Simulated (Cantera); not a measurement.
Cantera run, input and output.

```python
import numpy as np
import cantera as ct

gas = ct.Solution("gri30.yaml")
gas.TPX = 550, 13332, {'CO': 1, 'H2': 0.31, 'CH4': 0.056, 'O2': 0.924, 'N2': 3.47}
flame = ct.FreeFlame(gas, width=0.16)
flame.set_refine_criteria(ratio=3, slope=0.08, curve=0.16)
flame.transport_model = "mixture-averaged"
flame.solve(loglevel=0, auto=True)
z, T = flame.grid, flame.T
thick = (T[-1] - T[0]) / np.gradient(T, z).max()
show = ['CO', 'H2', 'CH4', 'C2H2', 'HCN', 'CH3']
print(f"laminar burning velocity  {flame.velocity[0] * 100:.3f} cm/s")
print(f"burnt temperature         {T[-1]:.1f} K")
print(f"thermal thickness         {thick * 1e3:.4f} mm")
print(f"grid points               {len(z)}")
z0 = z[flame.heat_release_rate.argmax()]
print(f"{'z/mm':>9s}{'T/K':>9s}{'u/(m/s)':>9s}" + "".join(f"{s:>11s}" for s in show))
rows = []
for k in (-3, -2, -1.5, -1, -0.5, -0.25, 0, 0.25, 0.5, 1, 2, 4, 8):
    zz = z0 + k * thick
    rows.append([k * thick, np.interp(zz, z, T), np.interp(zz, z, flame.velocity),
                 *(np.interp(zz, z, flame.X[gas.species_index(s)]) for s in show)])
    print(f"{rows[-1][0] * 1e3:9.3f}{rows[-1][1]:9.1f}{rows[-1][2]:9.3f}" + "".join(f"{x:11.3e}" for x in rows[-1][3:]))
```

It prints:

```
laminar burning velocity  210.510 cm/s
burnt temperature         2285.9 K
thermal thickness         6.1200 mm
grid points               198
     z/mm      T/K  u/(m/s)         CO         H2        CH4       C2H2        HCN        CH3
  -18.360    550.0    2.105  1.736e-01  5.382e-02  9.722e-03  3.220e-16  1.928e-16  9.615e-15
  -12.240    550.0    2.105  1.736e-01  5.382e-02  9.722e-03  3.220e-16  1.928e-16  1.140e-12
   -9.180    550.0    2.105  1.736e-01  5.381e-02  9.722e-03  3.221e-16  1.928e-16  4.506e-11
   -6.120    550.0    2.105  1.736e-01  5.375e-02  9.723e-03  3.520e-16  1.935e-16  6.663e-09
   -3.060    560.6    2.143  1.735e-01  5.221e-02  9.721e-03  2.111e-12  5.042e-14  3.472e-06
   -1.530    681.7    2.593  1.699e-01  4.541e-02  9.356e-03  1.007e-09  3.033e-11  1.138e-05
    0.000   1050.7    3.974  1.548e-01  2.517e-02  2.772e-03  2.128e-08  2.265e-09  5.026e-05
    1.530   1297.5    4.857  1.164e-01  8.153e-03  1.105e-05  8.416e-12  1.019e-09  4.970e-07
    3.060   1423.4    5.265  8.674e-02  6.952e-03  1.054e-08  3.223e-16  6.374e-11  7.100e-10
    6.120   1560.7    5.695  6.540e-02  7.783e-03  1.718e-14  1.106e-22  2.321e-13  2.406e-15
   12.240   1692.4    6.117  6.197e-02  7.521e-03  1.207e-17  3.466e-23  1.409e-13  1.664e-16
   24.480   1829.0    6.546  5.921e-02  6.569e-03  2.506e-18  2.865e-23  2.270e-13  5.375e-17
   48.960   1961.9    6.952  5.326e-02  5.349e-03  7.797e-19  3.422e-23  3.221e-13  1.805e-17
```

Cantera simulation using GRI-Mech 3.0 (53 species, 325 reactions); the numbers are that mechanism's predictions, not measurements. Burning velocities carry a grid error of a few per cent, more on coarse grids.
